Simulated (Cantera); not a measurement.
A closed system holds: 1 mol Al, 1.6 mol HCl, 3 mol H2, equilibrated at 677 °C and 44.0 mbar.

Cantera equilibrium calculation (NASA polynomials, part measured and part estimated; ideal gas, pure solids and liquids). Candidate condensed phases: Al, AlCl3; 12 gas species. The tables' values for AlCl2 are old estimates; treat these amounts as uncertain. Equilibrium is a limit: real reactors are often held back by kinetics, nucleation or transport.

Base state: H2 0.871, AlCl3 0.117, AlCl 0.00929, AlCl2 0.00224, Al2Cl6 0.000125, HCl 3.70e-5 (mole fractions); condensed: Al(l).

Problem. What changes in the equilibrium state with this change: temperature from 677 °C to 650 °C?

Solution. 
| species | before | after |
|---|---|---|
| H2 | 0.871 | 0.873 |
| AlCl3 | 0.117 | 0.119 |
| AlCl | 0.00929 | 0.00571 |
| Al2Cl6 | 0.000125 | 0.000198 |
| HCl | 3.70e-5 | 2.54e-5 |
| AlCl2 | 0.00224 | 0.00155 |
| Al(l), mol | 0.436 | 0 |
| Al(s), mol | 0 | 0.448 |
